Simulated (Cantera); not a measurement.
Input: 1 mol SiC, 0.031 mol N₂O, 17 mol H₂, held at 44000 Pa.

Method: chemical equilibrium by Gibbs-energy minimisation in Cantera with the NASA 1993 tables (ideal gas, pure condensed phases). Candidate condensed phases: C, C₆H₆, C₇H₈, C₈H₁₈, H₂O, Si, SiC, SiO₂, Si₂N₂O, Si₃N₄; 151 gas species. Mutual solubility and eutectic melting of coexisting phases are not modelled. Kinetics and transport are ignored. All values below are at 1475 K.

Base state: H₂ 0.997, CO 0.000975, N₂ 0.000974, CH₄ 0.000690, H 1.95e-5, HCN 1.49e-5 (mole fractions); condensed: SiC(s) + Si₂N₂O(s).

Q: What changes in the equilibrium state with this change: N₂O from 0.031 to 1.1 mol?

A: 
| species | before | after |
|---|---|---|
| H₂ | 0.997 | 0.933 |
| CO | 0.000975 | 0.0330 |
| N₂ | 0.000974 | 0.0329 |
| H₂O | 1.63e-6 | 2.79e-5 |
| HCN | 1.49e-5 | 0.000155 |
| CH₄ | 0.000690 | 0.00111 |
| H | 1.95e-5 | 1.89e-5 |
| SiC(s), mol | 0.971 | 0 |
| Si₂N₂O(s), mol | 0.0143 | 0.500 |
| C(graphite), mol | 0 | 0.377 |
